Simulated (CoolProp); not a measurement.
Vapour-liquid equilibrium of CH2F2 (R32) (1) + R134a (2) at 0.00658 MPa; x and y are mole fractions of (1).

Model: multi-fluid Helmholtz-energy mixture model, Tillner-Roth 1997 and Tillner-Roth 1994; pair parameters Lemmon 2004, in CoolProp.

| x | bubble temperature, mixture model (°C) | bubble temperature, Raoult's law (°C) | y, mixture model | y, Raoult's law |
|---|---|---|---|---|
| 0.05 | [?] | -74.9 | [?] | 0.201 |
| 0.2 | [?] | -80.2 | 0.574 | 0.560 |
| 0.35 | -84.5 | -84.0 | 0.748 | 0.742 |
| 0.5 | [?] | -87.0 | 0.847 | 0.848 |
| 0.65 | [?] | -89.5 | [?] | 0.915 |
| 0.8 | -91.5 | -91.5 | 0.956 | 0.960 |
| 0.95 | -93.2 | -93.2 | 0.990 | 0.991 |

Q: What belongs in the gaps?

A: 
- 0.05, bubble temperature, mixture model (°C): -75.1
- 0.05, y, mixture model: 0.214
- 0.2, bubble temperature, mixture model (°C): -80.7
- 0.5, bubble temperature, mixture model (°C): -87.4
- 0.65, bubble temperature, mixture model (°C): -89.6
- 0.65, y, mixture model: 0.911

The largest gap from Raoult's law is -0.5 K in bubble temperature, at x = 0.2. No azeotrope shows between x = 0.05 and 0.95.

The pair parameters rest on a limited set of measurements; away from them the model extrapolates.
